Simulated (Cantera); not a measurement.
Cantera run, input and output.

```python
import numpy as np
import cantera as ct

gas = ct.Solution("h2o2.yaml")
gas.TPX = 700, 400000, {'H2': 1, 'O2': 0.278, 'N2': 0.722}
flame = ct.FreeFlame(gas, width=0.015)
flame.set_refine_criteria(ratio=3, slope=0.08, curve=0.16)
flame.transport_model = "mixture-averaged"
flame.solve(loglevel=0, auto=True)
flame.transport_model = "multicomponent"
flame.soret_enabled = True
flame.solve(loglevel=0, refine_grid=True)
z, T = flame.grid, flame.T
thick = (T[-1] - T[0]) / np.gradient(T, z).max()
show = ['H2', 'O2', 'H2O', 'H2O2', 'H', 'HO2']
print(f"laminar burning velocity  {flame.velocity[0] * 100:.3f} cm/s")
print(f"burnt temperature         {T[-1]:.1f} K")
print(f"thermal thickness         {thick * 1e3:.4f} mm")
print(f"grid points               {len(z)}")
z0 = z[flame.heat_release_rate.argmax()]
print(f"{'z/mm':>9s}{'T/K':>9s}{'u/(m/s)':>9s}" + "".join(f"{s:>11s}" for s in show))
rows = []
for k in (-3, -2, -1.5, -1, -0.5, -0.25, 0, 0.25, 0.5, 1, 2, 4, 8):
    zz = z0 + k * thick
    rows.append([k * thick, np.interp(zz, z, T), np.interp(zz, z, flame.velocity),
                 *(np.interp(zz, z, flame.X[gas.species_index(s)]) for s in show)])
    print(f"{rows[-1][0] * 1e3:9.3f}{rows[-1][1]:9.1f}{rows[-1][2]:9.3f}" + "".join(f"{x:11.3e}" for x in rows[-1][3:]))
```

It prints:

```
laminar burning velocity  1526.892 cm/s
burnt temperature         2663.2 K
thermal thickness         0.0754 mm
grid points               134
     z/mm      T/K  u/(m/s)         H2         O2        H2O       H2O2          H        HO2
   -0.226    700.0   15.269  5.000e-01  1.390e-01  3.758e-12  1.326e-13  6.939e-15  1.801e-11
   -0.151    700.0   15.269  5.000e-01  1.390e-01  1.548e-10  3.920e-13  1.346e-12  4.907e-10
   -0.113    700.0   15.269  5.000e-01  1.390e-01  6.236e-09  1.448e-11  4.495e-10  2.498e-08
   -0.075    700.1   15.267  4.998e-01  1.390e-01  4.513e-07  1.611e-09  1.458e-07  1.708e-06
   -0.038    729.1   15.634  4.892e-01  1.408e-01  1.188e-03  5.251e-06  3.452e-04  5.178e-04
   -0.019    978.8   20.273  4.482e-01  1.348e-01  2.465e-02  2.545e-05  8.855e-03  5.402e-04
    0.000   1449.5   29.244  3.421e-01  8.860e-02  1.212e-01  8.374e-06  4.922e-02  2.522e-04
    0.019   1783.8   35.673  2.431e-01  2.964e-02  2.316e-01  2.694e-06  8.675e-02  8.180e-05
    0.038   1941.3   38.589  2.140e-01  9.020e-03  2.716e-01  1.588e-06  9.262e-02  2.400e-05
    0.075   2095.5   41.289  2.131e-01  2.559e-03  2.866e-01  8.862e-07  8.134e-02  6.898e-06
    0.151   2250.2   43.872  2.226e-01  1.415e-03  2.937e-01  5.181e-07  6.335e-02  3.810e-06
    0.301   2393.3   46.163  2.317e-01  8.141e-04  3.009e-01  3.226e-07  4.600e-02  2.182e-06
    0.603   2511.2   47.985  2.390e-01  4.083e-04  3.078e-01  2.016e-07  3.148e-02  1.080e-06
```

Cantera simulation using the H2/O2 subset of GRI-Mech 3.0, which has no nitrogen chemistry; the numbers are that mechanism's predictions, not measurements. The hydrogen kinetics of GRI-Mech 3.0 are dated; newer H2 mechanisms differ, most at raised pressure. Burning velocities carry a grid error of a few per cent, more on coarse grids.
